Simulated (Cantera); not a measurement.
Feed: 1 mol C2H6, 0.55 mol NH3, 2.5 mol H2, held at 0.100 bar.

These are equilibrium values from Cantera (NASA tables, ideal gas, pure condensed phases), not measurements of a reactor. Candidate condensed phases: C, C6H6, C7H8, C8H18; 92 gas species. Equilibrium is a limit: real reactors are often held back by kinetics, nucleation or transport.

x: gas mole fraction; n: condensed amount in mol.

| T (K) | x H2 | x H | x N2 | x HCN | x C2H2 (acetylene) | n C(graphite) |
|---|---|---|---|---|---|---|
| 1450 | 0.958 | 2.93e-5 | 0.0416 | 0.000147 | 4.67e-6 | 2.00 |
| 1550 | 0.958 | 9.75e-5 | 0.0415 | 0.000297 | 1.54e-5 | 2.00 |
| 1650 | 0.958 | 0.000281 | 0.0414 | 0.000550 | 4.37e-5 | 1.99 |
| 1750 | 0.957 | 0.000719 | 0.0412 | 0.000948 | 0.000110 | 1.99 |
| 1850 | 0.956 | 0.00167 | 0.0408 | 0.00154 | 0.000250 | 1.99 |
| 1950 | 0.953 | 0.00354 | 0.0404 | 0.00236 | 0.000521 | 1.98 |
| 2050 | 0.949 | … | 0.0397 | … | … | 1.96 |
| 2150 | 0.941 | 0.0129 | 0.0388 | 0.00488 | 0.00182 | 1.94 |
| 2250 | 0.929 | … | 0.0376 | … | … | 1.91 |
| 2350 | 0.912 | 0.0377 | 0.0361 | 0.00862 | 0.00503 | 1.87 |
| 2450 | 0.886 | 0.0598 | 0.0344 | 0.0109 | 0.00773 | 1.81 |

**Question.** What belongs in the gaps?

**Answer.** 
- 2050, x H: 0.00699
- 2050, x HCN: 0.00347
- 2050, x C2H2 (acetylene): 0.00101
- 2250, x H: 0.0226
- 2250, x HCN: 0.00660
- 2250, x C2H2 (acetylene): 0.00311
